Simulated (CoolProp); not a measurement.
Hexamethyldisiloxane (MM) along the isotherm 298.75 °C: density (kg/m³) from the reference equation and from simpler models built on Tc = 245.6 °C, pc = 1.931 MPa, ω = 0.418; each cubic takes its own stable root.

Model: reference Helmholtz-energy equation of state, Thol 2016, in CoolProp.

```json
[
 {"p (MPa)": "0.362", "phase": "gas", "reference": "12.99"},
 {"p (MPa)": "0.724", "phase": "gas", "reference": "27.45"},
 {"p (MPa)": "1.09", "phase": "gas", "reference": "43.93"},
 {"p (MPa)": "1.45", "phase": "gas", "reference": "62.48"},
 {"p (MPa)": "1.81", "phase": "gas", "reference": "83.99"},
 {"p (MPa)": "2.17", "phase": "supercritical", "reference": "109.4"},
 {"p (MPa)": "2.53", "phase": "supercritical", "reference": "140.1"},
 {"p (MPa)": "2.9", "phase": "supercritical", "reference": "178.8"}
]
```

Task: How far does each simpler model (ideal gas, van der Waals, Redlich-Kwong, Soave-Redlich-Kwong, Peng-Robinson) lie from the reference over these 8 states: mean and median of the absolute difference, and the worst?

Result: 
- ideal gas: mean 24.1 %, median 23.6 %, worst -44.6 % at 298.75 °C and 2.9 MPa
- van der Waals: mean 6.0 %, median 1.2 %, worst +22.9 % at 298.75 °C and 2.9 MPa
- Redlich-Kwong: mean 3.9 %, median 1.9 %, worst +13.0 % at 298.75 °C and 2.9 MPa
- Soave-Redlich-Kwong: mean 2.1 %, median 2.0 %, worst -4.6 % at 298.75 °C and 2.9 MPa
- Peng-Robinson: mean 1.1 %, median 1.0 %, worst +1.8 % at 298.75 °C and 2.53 MPa
